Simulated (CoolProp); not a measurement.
Values from CoolProp's reference Helmholtz-energy equation of state, Lemmon 2006. It is a short technical equation, of lower accuracy than the large ones.

For acetone, give the phase and the Z, speed of sound (m/s), expansivity (1/kK) at 286.3 K and 0.431 MPa; 203 K and 0.0407 MPa.


- 286.3 K and 0.431 MPa: liquid; Z 0.0132, speed of sound 1220, expansivity 1.37
- 203 K and 0.0407 MPa: liquid; Z 0.00158, speed of sound 1630, expansivity 1.20
